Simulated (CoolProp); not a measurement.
Vapour pressure (kPa) of carbon dioxide: the reference equation beside estimates from Tc = 31.0 °C, pc = 7377 kPa, ω = 0.224. Clausius-Clapeyron is anchored at -17.45 °C with a constant enthalpy of vaporisation of 12.18 kJ/mol.

Model: reference Helmholtz-energy equation of state, Span 1996, in CoolProp.

| T (°C) | reference | Clausius-Clapeyron | van der Waals | Redlich-Kwong |
|---|---|---|---|---|
| -34.75 | 1213 | 1405 | 2572 | 1567 |
| -31.25 | 1369 | 1536 | 2753 | 1741 |
| -27.85 | 1534 | 1670 | 2937 | 1922 |
| -24.35 | 1718 | 1816 | 3134 | 2122 |
| -20.95 | 1913 | 1966 | 3332 | 2330 |
| -17.45 | 2129 | 2129 | 3545 | 2557 |
| -14.05 | 2356 | 2295 | 3760 | 2792 |
| -10.65 | 2600 | 2469 | 3982 | 3041 |
| -7.15 | 2870 | 2658 | 4219 | 3313 |
| -3.75 | 3152 | 2849 | 4458 | 3592 |
| -0.25 | 3462 | 3054 | 4713 | 3895 |
| 3.15 | 3785 | 3263 | 4968 | 4206 |
| 6.55 | 4129 | 3480 | 5232 | 4532 |
| 10.05 | 4508 | 3713 | 5512 | 4885 |

Absolute difference from the reference over all 14 rows, mean and median: Clausius-Clapeyron 9.2 and 9.2 %, van der Waals 60.4 and 56.4 %, Redlich-Kwong 18.1 and 17.7 %.
